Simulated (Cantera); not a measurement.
A Cantera script and its output.

```python
import numpy as np
import cantera as ct

gas = ct.Solution("gri30.yaml")
gas.TPX = 698, 13332, {'CH4': 1, 'C2H6': 0.037, 'C3H8': 0.26, 'O2': 3.43, 'N2': 12.9}
flame = ct.FreeFlame(gas, width=0.16)
flame.set_refine_criteria(ratio=3, slope=0.08, curve=0.16)
flame.transport_model = "mixture-averaged"
flame.solve(loglevel=0, auto=True)
z, T = flame.grid, flame.T
thick = (T[-1] - T[0]) / np.gradient(T, z).max()
show = ['CH4', 'C2H6', 'C3H8', 'CH2CO', 'C2H', 'O']
print(f"laminar burning velocity  {flame.velocity[0] * 100:.3f} cm/s")
print(f"burnt temperature         {T[-1]:.1f} K")
print(f"thermal thickness         {thick * 1e3:.4f} mm")
print(f"grid points               {len(z)}")
z0 = z[flame.heat_release_rate.argmax()]
print(f"{'z/mm':>9s}{'T/K':>9s}{'u/(m/s)':>9s}" + "".join(f"{s:>11s}" for s in show))
rows = []
for k in (-3, -2, -1.5, -1, -0.5, -0.25, 0, 0.25, 0.5, 1, 2, 4, 8):
    zz = z0 + k * thick
    rows.append([k * thick, np.interp(zz, z, T), np.interp(zz, z, flame.velocity),
                 *(np.interp(zz, z, flame.X[gas.species_index(s)]) for s in show)])
    print(f"{rows[-1][0] * 1e3:9.3f}{rows[-1][1]:9.1f}{rows[-1][2]:9.3f}" + "".join(f"{x:11.3e}" for x in rows[-1][3:]))
```

It prints:

```
laminar burning velocity  251.611 cm/s
burnt temperature         2342.8 K
thermal thickness         1.7439 mm
grid points               157
     z/mm      T/K  u/(m/s)        CH4       C2H6       C3H8      CH2CO        C2H          O
   -5.232    698.0    2.518  5.668e-02  2.098e-03  1.474e-02  2.528e-10  1.771e-22  6.108e-10
   -3.488    698.5    2.524  5.655e-02  2.094e-03  1.471e-02  1.037e-08  3.002e-19  1.749e-08
   -2.616    701.2    2.540  5.626e-02  2.092e-03  1.466e-02  1.187e-07  2.813e-17  1.057e-07
   -1.744    728.3    2.657  5.480e-02  2.153e-03  1.437e-02  3.201e-06  8.938e-15  7.947e-07
   -0.872    996.9    3.719  4.337e-02  2.852e-03  9.937e-03  1.370e-04  1.489e-10  2.475e-05
   -0.436   1358.6    5.181  2.648e-02  1.634e-03  2.938e-03  5.391e-04  5.990e-08  2.358e-04
    0.000   1727.7    6.697  8.444e-03  1.442e-04  1.000e-04  5.796e-04  1.682e-06  1.490e-03
    0.436   1901.9    7.411  1.175e-03  1.451e-06  2.113e-07  1.508e-04  1.619e-06  4.568e-03
    0.872   1942.0    7.564  9.092e-05  3.871e-09  7.387e-11  1.478e-05  1.716e-07  7.240e-03
    1.744   1962.0    7.612  4.371e-07  8.790e-14  7.865e-17  7.110e-08  4.376e-10  8.732e-03
    3.488   1981.5    7.658  8.821e-11  1.142e-19  5.046e-24  1.435e-11  3.277e-14  8.867e-03
    6.975   2005.4    7.731  7.100e-15  1.650e-24  1.901e-30  1.373e-15  1.320e-18  8.499e-03
   13.951   2042.3    7.852  1.361e-17  8.132e-30  1.096e-37  5.731e-20  1.550e-23  7.757e-03
```

Model: GRI-Mech 3.0 (53 species, 325 reactions), integrated in Cantera. GRI-Mech 3.0 was tuned for natural gas; its chemistry of propane as a main component is partial and can be far from experiment. Burning velocities carry a grid error of a few per cent, more on coarse grids.
